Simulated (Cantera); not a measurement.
# Transport properties of process gases

Gas mixture: 93.4 % C₂H₆, 6.61 % C₂H₄, at 0.470 bar, frozen composition.

Cantera's kinetic-theory transport with the Lennard-Jones parameters of GRI-Mech 3.0, ideal gas; thermal conductivity in the mixture-averaged form. The composition is frozen, though it would react at the higher temperatures.

| T (K) | ρ (kg/m³) | cp (J/kg/K) | μ (µPa s) | λ (mW/m/K) | Pr | D (cm²/s) O | D (cm²/s) NO | D (cm²/s) NH₃ |
|---|---|---|---|---|---|---|---|---|
| 400 | 0.423 | 2149 | 12.4 | 35.5 | 0.750 | 0.830 | 0.533 | 0.556 |
| 650 | 0.260 | 3117 | 18.7 | 77.5 | 0.752 | 1.94 | 1.25 | 1.41 |
| 900 | 0.188 | 3795 | 24.0 | 122 | 0.748 | 3.37 | 2.18 | 2.55 |
| 1150 | 0.147 | 4315 | 28.6 | 164 | 0.752 | 5.09 | 3.30 | 3.95 |
| 1400 | 0.121 | 4680 | 32.8 | 204 | 0.751 | 7.07 | 4.59 | 5.56 |
| 1650 | 0.103 | 4943 | 36.6 | 242 | 0.749 | 9.29 | 6.04 | 7.37 |
D: mixture-averaged diffusion coefficient of that species in the mixture.
